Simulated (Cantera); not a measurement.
A perfectly stirred reactor is fed with CO : H2 : CH4 : O2 : N2 = 1 : 0.17 : 1.2 : 2.98 : 11.2 (molar parts), equivalence ratio 1.0, at 0.440 bar; it is adiabatic with a 300 K inlet, and is followed from long to short residence time, starting on the burning branch (τ in s: 0.025, 0.013, 0.0073, 0.004, 0.0022, 0.0012, 0.00064, 0.00035, 0.00019, 0.0001, 5.7e-05, 3.1e-05).

Computed with Cantera and GRI-Mech 3.0 (53 species, 325 reactions).

### Question
Predict: blow-out, bracketed by the residence times tried; x(CO) at τ = 25.0 ms; x(H2) at τ = 25.0 ms; x(CH4) at τ = 25.0 ms; x(CH3) at τ = 25.0 ms; x(CH2O) at τ = 25.0 ms; x(CO) at τ = 0.640 ms; x(H2) at τ = 0.640 ms; x(CH4) at τ = 0.640 ms; x(CH3) at τ = 0.640 ms; x(CH2O) at τ = 0.640 ms.

### Answer
| Item | Value |
|---|---|
| blow-out, bracketed by the residence times tried | burning at 0.190 ms, out at 0.100 ms |
| x(CO) at τ = 25.0 ms | 0.0270 |
| x(H2) at τ = 25.0 ms | 0.00718 |
| x(CH4) at τ = 25.0 ms | 1.07e-5 |
| x(CH3) at τ = 25.0 ms | 4.54e-6 |
| x(CH2O) at τ = 25.0 ms | 1.67e-6 |
| x(CO) at τ = 0.640 ms | 0.0466 |
| x(H2) at τ = 0.640 ms | 0.0148 |
| x(CH4) at τ = 0.640 ms | 0.000222 |
| x(CH3) at τ = 0.640 ms | 5.16e-5 |
| x(CH2O) at τ = 0.640 ms | 2.26e-5 |
